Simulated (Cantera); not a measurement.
Input (Python, Cantera):

```python
import numpy as np
import cantera as ct

gas = ct.Solution("gri30.yaml")
gas.TPX = 350, 25000, {'CO': 1, 'H2': 0.87, 'CH4': 0.56, 'O2': 2.51, 'N2': 9.42}
inlet = ct.Reservoir(gas, clone=True)
gas.equilibrate("HP")  # start burning
reactor = ct.IdealGasConstPressureReactor(gas, energy="on", clone=False)
exhaust = ct.Reservoir(gas, clone=True)
tau = [0.036, 0.015, 0.0065, 0.0028, 0.0012, 0.00051, 0.00022, 9.3e-05, 4e-05, 1.7e-05, 7.2e-06][0]
for a, b in ((inlet, reactor), (reactor, exhaust)):
    ct.MassFlowController(a, b, mdot=lambda t: reactor.mass / tau)
net = ct.ReactorNet([reactor])
show = ['CO', 'H2', 'CH4', 'H', 'HO2', 'C2H2', 'O']

rows = []
print(f"{'tau/s':>10s}{'T/K':>9s}" + "".join(f"{s:>11s}" for s in show))
for tau in [0.036, 0.015, 0.0065, 0.0028, 0.0012, 0.00051, 0.00022, 9.3e-05, 4e-05, 1.7e-05, 7.2e-06]:
    net.initial_time = 0.0
    net.advance(30 * tau)
    before = gas.X
    net.advance(40 * tau)
    drift = np.max(np.abs(gas.X - before) / (gas.X + 1e-9))
    rows.append([gas.T, *gas[show].X, drift])
    print(f"{tau:10.3e}{gas.T:9.1f}" + "".join(f"{x:11.3e}" for x in gas[show].X))
```

It prints:

```
     tau/s      T/K         CO         H2        CH4          H        HO2       C2H2          O
 3.600e-02   2010.7  1.564e-02  4.560e-03  6.258e-06  2.513e-03  1.648e-06  6.794e-11  3.100e-03
 1.500e-02   1933.1  2.032e-02  6.384e-03  1.187e-05  4.679e-03  2.393e-06  1.253e-10  4.704e-03
 6.500e-03   1843.7  2.472e-02  8.360e-03  2.307e-05  8.001e-03  3.424e-06  2.560e-10  6.654e-03
 2.800e-03   1740.9  2.890e-02  1.035e-02  4.864e-05  1.277e-02  4.752e-06  6.334e-10  8.831e-03
 1.200e-03   1626.1  3.371e-02  1.211e-02  1.152e-04  1.857e-02  6.493e-06  1.988e-09  1.075e-02
 5.100e-04   1496.3  4.298e-02  1.369e-02  3.349e-04  2.309e-02  9.457e-06  8.798e-09  1.127e-02
 2.200e-04   1323.3  6.638e-02  1.932e-02  1.742e-03  1.842e-02  1.969e-05  1.097e-07  7.011e-03
 9.300e-05    350.0  6.964e-02  6.058e-02  3.900e-02 -3.164e-24 -1.916e-18 -2.290e-21 -3.070e-20
 4.000e-05    350.0  6.964e-02  6.058e-02  3.900e-02 -6.694e-27 -3.458e-21 -4.134e-24 -5.488e-23
 1.700e-05    350.0  6.964e-02  6.058e-02  3.900e-02 -4.312e-28 -2.184e-22 -2.611e-25 -3.462e-24
 7.200e-06    350.0  6.964e-02  6.058e-02  3.900e-02 -2.746e-29 -1.380e-23 -1.650e-26 -2.185e-25
```

Cantera simulation using GRI-Mech 3.0 (53 species, 325 reactions); the numbers are that mechanism's predictions, not measurements.
